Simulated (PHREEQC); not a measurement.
Solution A (0.0055 mol H3PO4 and 0.00044 mol K2HPO4 per kg of water) is mixed with solution B (0.0064 mol KF per kg of water) at 35 °C; shares are by mass of water, 1 kg in all. Oxygen alone is held at its pressure in air (log pO2 = -0.68). No CO2 enters from the air. Nothing may precipitate in this run.

The series has 21 steps of share of solution B, from 0 to 1.

The numbers come from PHREEQC with the ion-association model, wateq4f.dat.

Problem. Between which two steps does the pH jump most, and from what to what?

Solution. Between share of solution B = 0.95 and 1: from 4.64 to 7.36.

Species that the database lacks are ignored. H3PO4, which wateq4f.dat lacks, is added to it with the constant of phreeqc.dat.
